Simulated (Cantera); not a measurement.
Charge: 1 mol Fe(CO)5, 7.9 mol CO, 12 mol H2, equilibrated at 1100 K.

Method: chemical equilibrium by Gibbs-energy minimisation in Cantera with the NASA 1993 tables (ideal gas, pure condensed phases). Candidate condensed phases: C, C6H6, C7H8, C8H18, Fe, Fe(CO)5, FeO, Fe(OH)2, Fe(OH)3, Fe2O3, Fe3O4, H2O; 114 gas species. The tables' stoichiometric FeO is somewhat more stable than real wüstite, so its field is too wide. FeO: taken at fixed stoichiometry. Condensed phases not in the tables: cementite and carbon dissolved in iron. The numbers say what is thermodynamically allowed, not how fast it happens.

x: gas mole fraction; n: condensed amount in mol.

```csv
P (Pa),x CO,x H2,x H2O,x CO2,x CH4,n Fe(α),n C(graphite),n FeO(s)
10,0.518,0.482,2.23e-6,2.37e-6,8.34e-7,1.00,0,0
68,0.518,0.482,(withheld),(withheld),(withheld),1.00,0,0
460,0.518,0.482,(withheld),(withheld),(withheld),1.00,(withheld),0
3200,0.517,0.482,0.000712,0.000754,0.000266,1.00,0.0298,0
22000,0.509,0.479,0.00480,0.00504,0.00181,1.00,0.198,0
150000,0.467,0.463,0.0290,0.0289,0.0116,1.00,1.08,0
1000000,0.327,0.403,0.118,0.0941,0.0584,0,3.89,1.00
```

Problem. Complete the blanks.

Solution. 
- 68, x H2O: 1.52e-5
- 68, x CO2: 1.61e-5
- 68, x CH4: 5.67e-6
- 460, x H2O: 0.000103
- 460, x CO2: 0.000109
- 460, x CH4: 3.83e-5
- 460, n C(graphite): 0.00431
